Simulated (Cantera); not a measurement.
Input: 1 mol CH3SiH3, 0.27 mol C2H4, 4.9 mol H2, at 1250 K and 0.00150 bar.

Cantera equilibrium calculation (NASA polynomials, part measured and part estimated; ideal gas, pure solids and liquids). Candidate condensed phases: C, C6H6, C7H8, C8H18, Si, SiC; 87 gas species. The feed counts by its element totals alone. Rates play no part.

### Question
What is the equilibrium state?

### Answer
| Item | Result |
|---|---|
| x(H2) | 1.000 |
| x(CH4) | 1.65e-5 |
| x(H) | 1.25e-5 |
| n(C(graphite)) | 0.540 mol |
| n(SiC(s)) | 1.00 mol |
| gas amount | 8.440 mol |
| log10 activity of Si(s) (absent) | -2.65 |
